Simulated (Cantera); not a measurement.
## Silicon epitaxy and polysilicon growth: SiCl₄ + Cl₂ + H₂

Input: 1 mol SiCl₄, 0.15 mol Cl₂, 530 mol H₂.

These are equilibrium values from Cantera (NASA tables, ideal gas, pure condensed phases), not measurements of a reactor. Candidate condensed phases: Si; 19 gas species. The tables' values for SiCl₃ are old estimates. Kinetics and transport are ignored.

Stable condensed phases:

```
T in °C \ P in Pa
            100    210    460    980   2100   4500   9600  20000  44000  94000 200000
   1327       A      A      A      A      A      A      A      A      A      A      A
   1227       A      A      A      A      A      A      A      A      A      A      A
   1127       A      A      A      A      A      A      A      A      A      A      A
   1027       A      A      A      A      A      A      A      A      A      A      A
    927       A      A      A      A      A      A      A      A      A      A      A
    827       A      A      A      A      A      A      A      A      A      A      A
    727       A      A      A      A      A      A      A      A      A      A      A
    627       A      A      A      A      A      A      A      A      B      B      B
    527       A      A      A      A      B      B      B      B      B      B      B
```

A: Si; B: gas only.
